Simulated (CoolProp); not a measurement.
Values from CoolProp's reference Helmholtz-energy equation of state, Schroeder 2014.

Question: Give the vapour pressure (kPa), vapour density (kg/m³), enthalpy of vaporisation (kJ/kg), vapour viscosity (µPa s) of saturated ethanol at 70.75 °C.

Answer: 
```tsv
T (°C)	p (kPa)	vapour density (kg/m³)	enthalpy of vaporisation (kJ/kg)	vapour viscosity (µPa s)
70.75	74.3	1.23	862	10.2
```

Viscosity comes from a separate model (Kiselev 2005).
